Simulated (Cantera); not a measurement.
# Equilibrium for boron, boron nitride and boron oxide: B + H2

A closed system holds: 1 mol B, 26 mol H2, equilibrated at 1725 °C.

Equilibrium computed with Cantera from the NASA thermochemical tables; the gas is ideal and each condensed phase is pure. Candidate condensed phases: B; 7 gas species. The tables' values for BH2 are old estimates; treat these amounts as uncertain. Gases not in the tables: B2H6 and higher boranes. Kinetics and transport are ignored.

From 0.000100 bar to 1.00 bar the condensed part is B(s).

```csv
P (Pa),x H2,x H,x B,x BH2,x BH3,x BH,n B(s)
10,0.850,0.148,0.00129,0.000394,2.80e-7,2.75e-5,0.952
32,0.913,0.0858,0.000404,0.000423,5.57e-7,1.59e-5,0.977
100,0.950,0.0495,0.000129,0.000440,1.04e-6,9.19e-6,0.985
320,0.972,0.0280,4.04e-5,0.000450,1.93e-6,5.19e-6,0.987
1000,0.984,0.0159,1.29e-5,0.000455,3.48e-6,2.96e-6,0.988
3200,0.991,0.00893,4.04e-6,0.000459,6.29e-6,1.66e-6,0.988
10000,0.994,0.00506,1.29e-6,0.000461,1.12e-5,9.40e-7,0.988
32000,0.997,0.00283,4.04e-7,0.000462,2.01e-5,5.26e-7,0.987
100000,0.998,0.00160,1.29e-7,0.000462,3.56e-5,2.98e-7,0.987
```
x: gas mole fraction; n: condensed amount in mol.
